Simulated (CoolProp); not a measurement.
Nitrogen at 357.26 K and 10.1 MPa is throttled through a valve to 6.57 MPa with no heat exchange. Each further row changes one setting.

Computed with CoolProp (reference Helmholtz-energy equation of state, Span 2000).

| case | temperature change (K) | final phase | final density (kg/m³) |
|---|---|---|---|
| as stated | -3.5 | supercritical | 61.6 |
| outlet pressure 1.97 MPa | -9.1 | gas | 19.0 |
| outlet pressure 8.54 MPa | -1.4 | supercritical | 79.1 |
